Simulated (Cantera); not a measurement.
A perfectly stirred reactor is fed with NH3 : H2 = 1 : 0.49 (molar parts), at 68.3 Torr; it is held at 1725 K, and followed from long to short residence time.

Cantera simulation using the gas-phase N/H chemistry of the illustrative SiF4/NH3 mechanism in the Surface Chemkin manual (1991); the numbers are that mechanism's predictions, not measurements. Walls and surfaces, which speed up NH3 decomposition in real reactors, are not modelled.

x: mole fraction; the columns are a selection and need not sum to one.

| τ (s) | x NH3 | x H2 | x H | x N2H2 | x N2H4 |
|---|---|---|---|---|---|
| 23 | 0.164 | 0.684 | 0.000152 | 2.02e-7 | 5.00e-9 |
| 5.9 | … | … | … | … | … |
| 1.5 | 0.541 | 0.420 | 6.30e-5 | 1.06e-6 | 2.48e-8 |
| 0.40 | 0.630 | 0.357 | … | 1.32e-6 | 2.99e-8 |
| 0.10 | 0.661 | 0.336 | 4.59e-5 | 1.37e-6 | 3.06e-8 |
| 0.027 | 0.668 | 0.331 | 4.19e-5 | 1.19e-6 | 2.71e-8 |
| 0.0069 | 0.671 | 0.329 | 3.05e-5 | 5.91e-7 | 1.46e-8 |
| 0.0018 | 0.671 | 0.329 | 1.12e-5 | 6.60e-8 | 1.97e-9 |
| 0.00046 | 0.671 | 0.329 | 2.93e-6 | 3.74e-9 | 1.32e-10 |

Complete the blanks.


- 5.9, x NH3: 0.353
- 5.9, x H2: 0.552
- 5.9, x H: 9.58e-5
- 5.9, x N2H2: 5.73e-7
- 5.9, x N2H4: 1.42e-8
- 0.40, x H: 5.06e-5
